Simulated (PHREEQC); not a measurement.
Model water analysis in mg/L, 25 °C, pH 6.54, pe 0.6: Na 5.85; K 0.294; Ca 21; Mg 25.7; Cl 38; S(6) as SO4 19.6; Alkalinity as HCO3 122; Sr 0.107.

Valence states are taken as typed.

Model: ion-association model, phreeqc.dat, run in PHREEQC.

Q: The ionic strength comes out as 0.00506 mol/kgw. What activity coefficients do K+, Mg+2, HCO3-, MgHCO3+, Cl- get?

A: K+ 0.93, Mg+2 0.74, HCO3- 0.93, MgHCO3+ 0.93, Cl- 0.93.

Precipitation was switched off in this run.
